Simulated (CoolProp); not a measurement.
Vapour-liquid equilibrium of dimethyl ether (1) + isobutane (2) at 209.5 K; x and y are mole fractions of (1).

The numbers come from the multi-fluid Helmholtz-energy mixture model, Wu 2011 and Bücker 2006; pair parameters Bell 2016 in CoolProp.

```tsv
x	bubble pressure, mixture model (bar)	bubble pressure, Raoult's law (bar)	y, mixture model	y, Raoult's law
0.05	0.08339	0.07615	0.162	0.085
0.125	0.09556	0.08031	0.319	0.200
0.2	0.1050	0.08446	0.422	0.305
0.275	0.1123	0.08862	0.496	0.400
0.35	0.1180	0.09278	0.554	0.486
0.425	0.1225	0.09693	0.601	0.565
0.5	0.1260	0.1011	0.642	0.637
0.575	0.1287	0.1052	0.680	0.704
0.65	0.1308	0.1094	0.719	0.765
0.725	0.1322	0.1136	0.760	0.822
0.8	0.1329	0.1177	0.806	0.875
0.875	0.1327	0.1219	0.863	0.925
0.95	0.1310	0.1260	0.936	0.971
```

The largest gap from Raoult's law is +27.2 % in bubble pressure, at x = 0.35. y crosses x between x = 0.8 and 0.875: the model has an azeotrope there.

The pair parameters rest on a limited set of measurements; away from them the model extrapolates.
